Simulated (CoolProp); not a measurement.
R410A at several states: Z from the reference equation and from simpler models built on Tc = 71.3 °C, pc = 4.901 MPa, ω = 0.296; each cubic takes its own stable root.

The numbers come from the reference Helmholtz-energy equation of state, Lemmon 2003 in CoolProp. It is a pseudo-pure fit of the blend.

```json
[
 {"T (°C)": "115.95", "p (MPa)": "0.0614", "phase": "gas", "reference": "0.9970", "Pitzer virial": "0.9972", "van der Waals": "0.9972", "Redlich-Kwong": "0.9970", "Soave-Redlich-Kwong": "0.9972", "Peng-Robinson": "0.9968"},
 {"T (°C)": "143.25", "p (MPa)": "1.46", "phase": "gas", "reference": "0.9438", "Pitzer virial": "0.9481", "van der Waals": "0.9425", "Redlich-Kwong": "0.9408", "Soave-Redlich-Kwong": "0.9490", "Peng-Robinson": "0.9402"},
 {"T (°C)": "192.25", "p (MPa)": "5.16", "phase": "supercritical", "reference": "0.8751", "Pitzer virial": "0.8823", "van der Waals": "0.8418", "Redlich-Kwong": "0.8559", "Soave-Redlich-Kwong": "0.8971", "Peng-Robinson": "0.8735"}
]
```
